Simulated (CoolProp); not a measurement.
Model: reference Helmholtz-energy equation of state, Lemmon 2005, in CoolProp. It is a short technical equation, of lower accuracy than the large ones.

### Question
Give the vapour pressure (kPa), enthalpy of vaporisation (kJ/kg), surface tension (mN/m) of saturated trans-2-butene at 270.7 K.

### Answer
```
T (K)  p (kPa)  enthalpy of vaporisation (kJ/kg)  surface tension (mN/m)
-----  -------  --------------------------------  ----------------------
270.7     89.1                               408                    16.5
```

Surface tension comes from a separate correlation (Mulero 2014).
